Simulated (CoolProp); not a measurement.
R152A at 298.15 K and 0.079 MPa is compressed adiabatically to 0.466 MPa with isentropic efficiency 0.6. Each further row changes one setting.

Values from CoolProp's reference Helmholtz-energy equation of state, Outcalt 1996. It is a modified Benedict-Webb-Rubin equation, recast in Helmholtz form.

| case | work (kJ/kg) | final temperature (K) | final density (kg/m³) |
|---|---|---|---|
| as stated | 120 | 406.3 | 9.42 |
| efficiency 1 | … | 368.5 | 10.5 |
| efficiency 0.65 | … | … | 9.61 |

Problem. Fill in the missing entries.

Solution. 
- efficiency 1, work (kJ/kg): 72.1
- efficiency 0.65, work (kJ/kg): 111
- efficiency 0.65, final temperature (K): 399.2
